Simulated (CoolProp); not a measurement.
The numbers come from the reference Helmholtz-energy equation of state, Gao 2020 in CoolProp.

Question: For ammonia, give the phase and the density (kg/m³), speed of sound (m/s), expansivity (1/kK) at 139.15 °C and 10300 kPa.

Answer: 
- 139.15 °C and 10300 kPa: gas; density 90.4, speed of sound 378, expansivity 16.0
